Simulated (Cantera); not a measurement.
Input (Python, Cantera) and output of one run.

```python
import numpy as np
import cantera as ct

gas_names = """
    Electron C C+ C- CH CH+ CH2 CH3 CH2OH CH3O CH4 CH3OH CO CO+ CO2 CO2+ COOH C2 C2+ C2- C2H CHCO,ketyl
    C2H2,acetylene C2H2,vinylidene CH2CO,ketene C2H3,vinyl CH3CO,acetyl C2H4 C2H4O,ethylen
    CH3CHO,ethanal CH3COOH (HCOOH)2 C2H5 C2H6 CH3OCH3 C2H5OH C2O C3 C3H3,propargyl C3H4,allene
    C3H4,propyne C3H4,cyclo- C3H5,allyl C3H6,propylene C3H6,cyclo- C3H6O C3H7,n-propyl C3H7,i-propyl
    C3H8 C3H8O,1propanol C3H8O,2propanol C3O2 C4 C4H2 C4H4,1,3-cyclo- C4H6,butadiene C4H6,2-butyne
    C4H6,cyclo- C4H8,1-butene C4H8,cis2-buten C4H8,tr2-butene C4H8,isobutene C4H8,cyclo- (CH3COOH)2
    C4H9,n-butyl C4H9,i-butyl C4H9,s-butyl C4H9,t-butyl C4H10,isobutane C4H10,n-butane C5 C5H6,1,3cyclo-
    C5H8,cyclo- C5H10,1-pentene C5H10,cyclo- C5H11,pentyl C5H11,t-pentyl C5H12,n-pentane C5H12,i-pentane
    CH3C(CH3)2CH3 C6H2 C6H5,phenyl C6H5O,phenoxy C6H6 C6H5OH,phenol C6H10,cyclo- C6H12,1-hexene
    C6H12,cyclo- C6H13,n-hexyl C7H7,benzyl C7H8 C7H8O,cresol C7H14,1-heptene C7H15,n-heptyl
    C7H16,n-heptane C8H8,styrene C8H10,ethylbenz C8H16,1-octene C8H17,n-octyl C8H18,isooctane
    C8H18,n-octane C9H19,n-nonyl C10H8,naphthale C10H21,n-decyl C12H9,o-bipheny C12H10,bipheny H H+ H-
    HCO HCO+ HO2 H2 H2+ H2- HCHO,formaldehy HCOOH H2O H2O+ H2O2 H3O+ O O+ O- OH OH+ OH- O2 O2+ O2- O3
""".split()
cond_names = """
    C(gr) C6H6(L) C7H8(L) C8H18(L),n-octa H2O(s) H2O(L)
""".split()


def load(file, names, dense=False):
    # The tables refer to 1 bar. Condensed volumes are neglected.
    table = {s.name: s for s in ct.Species.list_from_file(file)}
    out = []
    for n in names:
        d = dict(table[n].input_data)
        d["thermo"] = dict(d["thermo"], **{"reference-pressure": 1e5})
        if dense:
            d["equation-of-state"] = {"model": "constant-volume", "density": "1e6 g/cm^3"}
        out.append(ct.Species.from_dict(d))
    return out


gas = ct.Solution(thermo="ideal-gas", species=load("nasa_gas.yaml", gas_names))
cond = {s.name: ct.Solution(thermo="fixed-stoichiometry", species=[s], name=s.name)
        for s in load("nasa_condensed.yaml", cond_names, dense=True)}
atoms = {
    'CH3OH': {'C': 1, 'H': 4, 'O': 1},
    'CO2': {'C': 1, 'O': 2},
}
top_T = {'C(gr)': 4500}  # K; cautious upper limits of use, not melting points


def equilibrate(T, P, feed):
    n = {}
    for name, mol in feed.items():
        for a, k in atoms[name].items():
            n[a] = n.get(a, 0.0) + k * mol
    gas.TPX = T, P, n
    mass = sum(n.values()) * gas.mean_molecular_weight
    gas.equilibrate("TP")
    valid = [c for c in cond.values() if c.min_temp <= T <= top_T.get(c.name, c.max_temp)]
    mix = ct.Mixture([(gas, mass / gas.mean_molecular_weight)] + [(c, 0.0) for c in valid])
    mix.T, mix.P = T, P
    mix.equilibrate("TP", solver="vcs", rtol=1e-11, max_steps=5000)
    return mix


results = []
feed = {'CH3OH': 1, 'CO2': 4}  # mol
P = 430  # Pa
for T in [2500, 2750, 3000, 3250, 3500, 3750, 4000, 4250, 4500, 4750, 5000]:
    mix = equilibrate(T, P, feed)
    results.append((T, P, feed, dict(zip(mix.species_names, mix.species_moles))))

top = {s: max(r[3][s] / sum(r[3][g] for g in gas_names) for r in results) for s in gas_names}
cols = sorted((s for s in top if top[s] > 1e-06), key=lambda s: -top[s])[:6]
seen = [c for c in cond_names if any(r[3].get(c, 0) > 1e-12 for r in results)]
print("log10 of partial pressures in bar; condensed amounts in mol")
print(f"{'T/K':>10s}" + "".join(f"{s[:9]:>10s}" for s in cols + seen))
for T, P, feed, n in results:
    ng = sum(n[g] for g in gas_names)
    print(f"{T:10.4g}" + "".join(f"{np.log10(max(n[s] / ng * P / 1e5, 1e-99)):10.3f}" for s in cols)
          + "".join(f"{n.get(c, 0):10.4g}" for c in seen))
```

Result:

```
log10 of partial pressures in bar; condensed amounts in mol
       T/K        CO         O         H       CO2       H2O        O2
      2500    -2.732    -3.682    -3.429    -3.141    -3.275    -3.685
      2750    -2.735    -3.181    -3.061    -3.652    -3.874    -3.657
      3000    -2.764    -2.964    -2.923    -4.303    -4.912    -4.036
      3250    -2.776    -2.900    -2.890    -4.960    -6.080    -4.596
      3500    -2.780    -2.884    -2.882    -5.554    -7.162    -5.155
      3750    -2.781    -2.880    -2.880    -6.075    -8.120    -5.658
      4000    -2.781    -2.879    -2.879    -6.532    -8.963    -6.104
      4250    -2.782    -2.878    -2.879    -6.935    -9.710    -6.498
      4500    -2.784    -2.877    -2.879    -7.293   -10.374    -6.847
      4750    -2.793    -2.871    -2.882    -7.616   -10.969    -7.150
      5000    -2.825    -2.854    -2.890    -7.916   -11.504    -7.398
```

Cantera equilibrium calculation (NASA polynomials, part measured and part estimated; ideal gas, pure solids and liquids).
